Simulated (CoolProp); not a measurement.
Vapour-liquid equilibrium of R22 (1) + R142b (2) at 1.11 bar; x and y are mole fractions of (1).

The numbers come from the multi-fluid Helmholtz-energy mixture model, Kamei 1995 and Lemmon 2006; pair parameters Bell 2016 in CoolProp.

**Question.** Give the bubble temperature and the first vapour's composition at x = 0.125, 0.425, 0.95. Is there an azeotrope?

**Answer.** x = 0.125: -13.5 °C, y = 0.324; x = 0.425: -24.7 °C, y = 0.725; x = 0.95: -37.9 °C, y = 0.989. No azeotrope shows between x = 0.05 and 0.95.

Pair parameters are fitted to limited data, so mixtures are less certain than the pure fluids.
